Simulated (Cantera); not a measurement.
## Hydrocarbon pyrolysis for carbon deposition

An isothermal, constant-pressure homogeneous reactor starts with 0.662 % C₂H₆, 99.3 % N₂, at 1000 K and 1200 Torr.

Cantera simulation using GRI-Mech 3.0 (53 species, 325 reactions); the numbers are that mechanism's predictions, not measurements. GRI-Mech 3.0 stops at C3 and has no aromatics, soot or wall deposition, so with more carbon than oxygen in the feed, carbon stays in small species such as C2H2 where larger ones or solid carbon would form.

| t (s) | x C₂H₆ | x C₂H | x C₂H₂ | x H | x C₂H₄ | x CH₂ |
|---|---|---|---|---|---|---|
| 3.00e-6 | 0.00662 | <1e-12 | <1e-12 | <1e-12 | <1e-12 | <1e-12 |
| 1.25e-5 | 0.00662 | <1e-12 | <1e-12 | <1e-12 | <1e-12 | <1e-12 |
| 5.19e-5 | 0.00662 | <1e-12 | <1e-12 | <1e-12 | 2.03e-12 | <1e-12 |
| 0.000216 | 0.00662 | <1e-12 | <1e-12 | 1.03e-11 | 1.32e-10 | <1e-12 |
| 0.000896 | 0.00662 | <1e-12 | <1e-12 | 1.58e-10 | 8.33e-9 | <1e-12 |
| 0.00373 | 0.00662 | <1e-12 | 1.09e-12 | 1.64e-9 | 4.01e-7 | <1e-12 |
| 0.0155 | 0.00661 | <1e-12 | 7.00e-10 | 8.01e-9 | 1.03e-5 | <1e-12 |
| 0.0644 | 0.00651 | <1e-12 | 8.50e-8 | 1.41e-8 | 0.000112 | <1e-12 |
| 0.268 | 0.00604 | <1e-12 | 2.18e-6 | 1.44e-8 | 0.000569 | <1e-12 |
| 1.11 | 0.00444 | <1e-12 | 2.99e-5 | 1.42e-8 | 0.00211 | <1e-12 |
| 4.63 | 0.00156 | <1e-12 | 0.000197 | 1.05e-8 | 0.00476 | <1e-12 |
| 19.2 | 0.000275 | <1e-12 | 0.000519 | 4.96e-9 | 0.00566 | <1e-12 |
| 80.0 | 0.000160 | <1e-12 | 0.000839 | 3.80e-9 | 0.00539 | <1e-12 |
x: mole fraction; the columns are a selection and need not sum to one.

Equilibrium at this temperature and pressure: C₂H₆ 4.39e-6, C₂H <1e-12, C₂H₂ 0.000307, H 8.11e-11, C₂H₄ 0.000507, CH₂ <1e-12 (gas phase only).
